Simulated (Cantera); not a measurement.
A Cantera script and its output.

```python
import numpy as np
import cantera as ct

gas = ct.Solution("gri30.yaml")
gas.TPX = 1225, 101325, {'CH4': 1, 'O2': 1.25, 'N2': 4.7}
reactor = ct.IdealGasReactor(gas, energy="on", clone=False)
net = ct.ReactorNet([reactor])
net.rtol, net.atol = 1e-08, 1e-16
show = ['CH4', 'O2', 'C2H2', 'H2O', 'CH3', 'N2O', 'HO2']
times = np.geomspace(4e-06, 0.1, 15)

steps = ct.SolutionArray(gas, extra=["t"])
rows = []
print(f"{'t/s':>10s}{'T/K':>9s}{'P/Pa':>11s}" + "".join(f"{s:>11s}" for s in show))
for t in times:
    while net.time < t:
        t_next = net.step()
        steps.append(gas.state, t=t_next)
    rows.append([np.interp(t, steps.t, y) for y in (steps.T, steps.P, *steps(*show).X.T)])
    print(f"{t:10.3e}{rows[-1][0]:9.1f}{rows[-1][1]:11.4g}" + "".join(f"{x:11.3e}" for x in rows[-1][2:]))
rate = np.gradient(steps.T, steps.t)
print("integrator steps:", len(steps.t))
if steps.T.max() > steps.T[0] + 200:
    print(f"time of steepest temperature rise: {steps.t[rate.argmax()]:.4e} s")
gas.TPX = 1225, 101325, {'CH4': 1, 'O2': 1.25, 'N2': 4.7}
gas.equilibrate("UV")
print(f"equilibrium (UV): T = {gas.T:.1f} K  " + "  ".join(f"{s} {gas[s].X[0]:.3e}" for s in show))
```

Output:

```
       t/s      T/K       P/Pa        CH4         O2       C2H2        H2O        CH3        N2O        HO2
 4.000e-06   1225.0  1.013e+05  1.439e-01  1.799e-01  1.076e-24  7.363e-11  8.020e-09  3.376e-16  7.629e-09
 8.245e-06   1225.0  1.013e+05  1.439e-01  1.799e-01  3.254e-23  2.263e-10  1.665e-08  1.088e-15  1.569e-08
 1.700e-05   1225.0  1.013e+05  1.439e-01  1.799e-01  8.609e-22  7.166e-10  3.467e-08  3.890e-15  3.216e-08
 3.503e-05   1225.0  1.013e+05  1.439e-01  1.799e-01  2.041e-20  2.575e-09  7.283e-08  1.496e-14  6.554e-08
 7.221e-05   1225.0  1.013e+05  1.439e-01  1.799e-01  4.397e-19  1.077e-08  1.564e-07  5.956e-14  1.319e-07
 1.489e-04   1225.0  1.013e+05  1.439e-01  1.799e-01  9.593e-18  5.196e-08  3.532e-07  2.390e-13  2.588e-07
 3.068e-04   1225.0  1.013e+05  1.439e-01  1.799e-01  2.406e-16  2.779e-07  8.825e-07  9.372e-13  4.786e-07
 6.325e-04   1225.0  1.013e+05  1.439e-01  1.799e-01  8.308e-15  1.559e-06  2.507e-06  3.406e-12  7.634e-07
 1.304e-03   1225.0  1.013e+05  1.439e-01  1.798e-01  4.109e-13  8.350e-06  6.834e-06  1.021e-11  8.435e-07
 2.687e-03   1225.2  1.013e+05  1.438e-01  1.798e-01  1.323e-11  3.391e-05  1.109e-05  2.438e-11  8.544e-07
 5.539e-03   1225.7  1.014e+05  1.437e-01  1.798e-01  1.746e-10  1.064e-04  1.321e-05  6.225e-11  1.274e-06
 1.142e-02   1227.4  1.015e+05  1.434e-01  1.796e-01  1.892e-09  3.387e-04  1.734e-05  1.964e-10  2.393e-06
 2.354e-02   1236.3  1.023e+05  1.419e-01  1.785e-01  3.927e-08  1.537e-03  3.050e-05  8.845e-10  6.578e-06
 4.851e-02   2773.9  2.573e+05  3.568e-12  4.667e-04  9.856e-15  1.567e-01  9.336e-12  1.151e-07  4.408e-07
 1.000e-01   2773.9  2.573e+05  3.568e-12  4.667e-04  9.856e-15  1.567e-01  9.336e-12  1.151e-07  4.408e-07
integrator steps: 2310
time of steepest temperature rise: 3.8785e-02 s
equilibrium (UV): T = 2773.9 K  CH4 4.102e-12  O2 4.667e-04  C2H2 1.062e-14  H2O 1.567e-01  CH3 1.073e-11  N2O 1.151e-07  HO2 4.408e-07
```

Computed with Cantera and GRI-Mech 3.0 (53 species, 325 reactions).
